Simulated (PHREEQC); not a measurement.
A solution holds 0.0058 mol/kgw NaF and 9.6e-05 mol/kgw KH2PO4, at 15 °C. Closed to the air; pH follows from the charge balance.

Model: ion-association model, wateq4f.dat, run in PHREEQC.

```
Item                      Value
--------------  ---------------
pH                         6.04
ionic strength  0.00589 mol/kgw
```

```csv
species,molality,activity,log γ
Na+,0.00578,0.00534,-0.035
F-,0.00578,0.00532,-0.035
K+,9.60e-5,8.85e-5,-0.035
H2PO4-,8.87e-5,8.21e-5,-0.034
NaF,1.64e-5,1.64e-5,0.001
HPO4-2,7.19e-6,5.24e-6,-0.137
```

Precipitation was switched off in this run. H3PO4, which wateq4f.dat lacks, is added to it with the constant of phreeqc.dat.
